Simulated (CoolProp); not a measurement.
Saturation properties of nitrogen (Tc = -147.0 °C, pc = 33.96 bar, ω = 0.037).

Computed with CoolProp (reference Helmholtz-energy equation of state, Span 2000).

| T (°C) | p (bar) | liquid cp (kJ/(kg K)) | vapour Z | surface tension (mN/m) | liquid conductivity (mW/(m K)) |
|---|---|---|---|---|---|
| -201.05 | 0.5192 | 2.021 | 0.9733 | 10.1 | 155 |
| -193.65 | 1.295 | 2.053 | 0.9487 | 8.40 | 140 |
| -186.15 | 2.763 | 2.109 | 0.9127 | 6.75 | 126 |
| -178.75 | 5.161 | 2.203 | 0.8651 | 5.20 | 111 |
| -171.25 | 8.857 | 2.371 | 0.8034 | 3.72 | 96.4 |
| -163.85 | 14.07 | 2.697 | 0.7258 | 2.37 | 81.8 |
| -156.35 | 21.31 | 3.544 | 0.6219 | 1.14 | 67.1 |
| -148.95 | 30.86 | 10.50 | 0.4539 | 0.165 | 55.4 |

It boils at -195.8 °C under 1 atm.

Thermal conductivity comes from a separate model (Lemmon 2004). Surface tension comes from a separate correlation (Mulero 2012).
